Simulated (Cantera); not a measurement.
A freely propagating, adiabatic, planar premixed flame of CH₄ : C₂H₆ : O₂ : N₂ = 1 : 1 : 5 : 14 (molar parts), equivalence ratio 1.1, unburnt at 700 K and 1.40 bar; mixture-averaged transport, grid criteria slope 0.08 and curve 0.16, no radiation.

Detailed kinetics in Cantera: GRI-Mech 3.0 (53 species, 325 reactions). Burning velocities carry a grid error of a few per cent, more on coarse grids.

How do the results move with these cheaper or finer settings: unity-Lewis-number transport; multicomponent transport; multicomponent+Soret transport; grid criteria slope 0.5, curve 1; grid criteria slope 0.25, curve 0.5; grid criteria slope 0.03, curve 0.06?


```
setting                               laminar burning velocity  thermal thickness  peak x(C₂H₄)  peak x(H₂)  grid points
------------------------------------  ------------------------  -----------------  ------------  ----------  -----------
as above                                              246 cm/s           0.161 mm       0.00586      0.0392          156
unity-Lewis-number transport                          174 cm/s           0.186 mm       0.00472      0.0367          152
multicomponent transport                              246 cm/s           0.163 mm       0.00594      0.0395          157
multicomponent+Soret transport                        243 cm/s           0.163 mm       0.00598      0.0376          158
grid criteria slope 0.5, curve 1                      267 cm/s           0.178 mm       0.00595      0.0398           42
grid criteria slope 0.25, curve 0.5                   257 cm/s           0.168 mm       0.00588      0.0394           63
grid criteria slope 0.03, curve 0.06                  243 cm/s           0.159 mm       0.00586      0.0388          380
```
The base run took around 12 core-seconds (rough).
Unity Lewis numbers drop preferential diffusion, which matters most where H2 and H carry the flame; Soret adds thermal diffusion.
